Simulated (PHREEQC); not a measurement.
Solution (25 °C and 100 atm): 0.13 mol/kgw KOH and 0.26 mol/kgw Al(NO3)3. Closed to the air; pH follows from the charge balance.

All values are PHREEQC results (ion-association model, phreeqc.dat), not measurements.

Each row changes one thing in this solution. Precipitation was switched off in this run.

| case | pH | ionic strength (mol/kgw) |
|---|---|---|
| as made | 5.16 | 1.32 |
| Al(NO3)3 replaced by Sr(NO3)2 at the same molality | 12.76 | ___ |
| 0.06 mol/kgw MgCl2 added | 5.16 | ___ |
| temperature from 25 to 45 °C | ___ | 1.33 |
| temperature from 25 to 80 °C | 3.77 | 1.33 |

**Question.** What belongs in the gaps?

**Answer.** 
- Al(NO3)3 replaced by Sr(NO3)2 at the same molality, ionic strength (mol/kgw): 0.859
- 0.06 mol/kgw MgCl2 added, ionic strength (mol/kgw): 1.50
- temperature from 25 to 45 °C, pH: 4.59

The ionic strength passes 0.7 mol/kgw, the rough limit of the ion-association models, in every such run. Some of these states are supersaturated (in Gibbsite (slow to form), for instance). Under pressure, the constants of complexes without a molar volume in the database are unreliable. Away from 25 °C the constants follow the database's enthalpies or fits; those with neither stay at their 25 °C values.
